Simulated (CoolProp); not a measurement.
Vapour-liquid equilibrium of cyclohexane (1) + n-octane (2) at 89.75 °C; x and y are mole fractions of (1).

Model: multi-fluid Helmholtz-energy mixture model, Zhou 2014 and Beckmüller 2019; pair parameters Bell 2016, in CoolProp.

### Question
Give the bubble pressure and the first vapour's composition at x = 0.25, 0.65, 0.95. Is there an azeotrope?

### Answer
x = 0.25: 57.63 kPa, y = 0.561; x = 0.65: 97.15 kPa, y = 0.874; x = 0.95: 126.9 kPa, y = 0.986. No azeotrope shows between x = 0.05 and 0.95.

The pair parameters rest on a limited set of measurements; away from them the model extrapolates.
